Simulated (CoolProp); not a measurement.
Saturation properties of isobutene.

Model: reference Helmholtz-energy equation of state, Lemmon 2005, in CoolProp. It is a short technical equation, of lower accuracy than the large ones.

```csv
T (K),p (kPa),enthalpy of vaporisation (kJ/kg),liquid cp (kJ/(kg K)),vapour Z,surface tension (mN/m)
244.7,40.18,411.2,2.140,0.9771,18.5
256.8,69.21,400.3,2.186,0.9669,16.9
269,113.1,388.9,2.236,0.9539,___
281.1,175.6,377.0,2.291,0.9382,13.8
293.2,261.7,___,2.351,___,12.3
305.4,377.7,350.7,2.419,0.8970,10.9
317.5,527.2,336.0,2.494,___,9.45
329.7,___,___,2.580,___,8.06
341.8,954.9,302.3,___,0.8070,6.72
```

Problem. Complete the blanks.

Solution. 
- 269, surface tension (mN/m): 15.3
- 293.2, enthalpy of vaporisation (kJ/kg): 364.3
- 293.2, vapour Z: 0.9194
- 317.5, vapour Z: 0.8712
- 329.7, p (kPa): 718.6
- 329.7, enthalpy of vaporisation (kJ/kg): 319.9
- 329.7, vapour Z: 0.8411
- 341.8, liquid cp (kJ/(kg K)): 2.682

It boils at 266.1 K under 1 atm.

Surface tension comes from a separate correlation (Mulero 2012).
